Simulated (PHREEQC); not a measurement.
30 mol of Arcanite (K2SO4) is brought to equilibrium with 1 kg of water holding 1.5 mol KCl, at 20 °C and several pressures. No CO2 enters from the air. Only these solids could form: Arcanite.

Base run: PHREEQC, Pitzer model, pitzer.dat. Each further column changes one thing. The table gives dissolved K (mol/kgw).

```tsv
P (atm)	base	temperature from 20 to 25 °C	temperature from 20 to 40 °C
1	1.99	2.04	2.22
50	2.00	2.06	2.23
100	2.02	2.07	2.25
200	2.04	2.10	2.28
300	2.06	2.12	2.30
400	2.07	2.13	2.32
500	2.07	2.14	2.34
600	2.08	2.14	2.35
800	2.07	2.14	2.37
1000	2.04	2.13	2.39
```

 At this temperature some constants are extrapolated from 25 °C, and those without enthalpy data are left unchanged.
